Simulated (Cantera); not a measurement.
An isothermal plug-flow reactor at 850 K and 190000 Pa (inlet), inlet velocity 3.3 m/s, active area per volume 190 1/m; feed CH4 : O2 : N2 : H2O = 0.025 : 0.013 : 0.79 : 0.017 (molar parts).

Model: Deutschmann's 1995 Pt surface mechanism with GRI-Mech 3.0 gas chemistry, integrated in Cantera. Catalytic surfaces can have several steady states; this one follows from the mechanism file's or the stated starting coverage. Mass transfer to the wall is taken as infinitely fast.

x: gas mole fraction; θ: surface coverage.

```tsv
z (m)	x CH4	x O2	x H2O	x CO2	x CO	θ free Pt	θ O*	θ OH*	θ CO*	θ C*
5.9e-05	0.0294	0.0151	0.0204	0.000106	5.37e-5	0.794	0.0590	0.00445	0.142	0.000559
0.00011	0.0293	0.0149	0.0207	0.000190	9.99e-5	0.770	0.0420	0.00388	0.183	0.000730
0.00019	0.0291	0.0145	0.0211	0.000309	0.000167	0.735	0.0292	0.00332	0.232	0.000936
0.00033	0.0288	0.0140	0.0216	[?]	[?]	0.686	[?]	[?]	[?]	[?]
0.00059	0.0284	0.0132	0.0225	0.000736	0.000448	0.622	0.0112	0.00214	0.363	0.00163
0.0011	0.0278	0.0121	0.0237	0.00107	0.000747	0.546	0.00555	0.00151	0.444	0.00238
0.0019	0.0270	0.0109	0.0252	0.00136	0.00117	0.478	0.00246	0.000994	0.515	0.00384
0.0033	0.0262	0.00950	0.0269	0.00157	0.00182	0.410	0.000647	0.000477	0.579	0.00992
0.0059	0.0252	[?]	0.0288	0.00163	[?]	[?]	[?]	[?]	[?]	[?]
```

**Question.** Complete the blanks.

**Answer.** 
- 0.00033, x CO2: 0.000484
- 0.00033, x CO: 0.000274
- 0.00033, θ O*: 0.0190
- 0.00033, θ OH*: 0.00275
- 0.00033, θ CO*: 0.291
- 0.00033, θ C*: 0.00121
- 0.0059, x O2: 0.00798
- 0.0059, x CO: 0.00275
- 0.0059, θ free Pt: 0.310
- 0.0059, θ O*: 1.65e-5
- 0.0059, θ OH*: 4.08e-5
- 0.0059, θ CO*: 0.492
- 0.0059, θ C*: 0.197
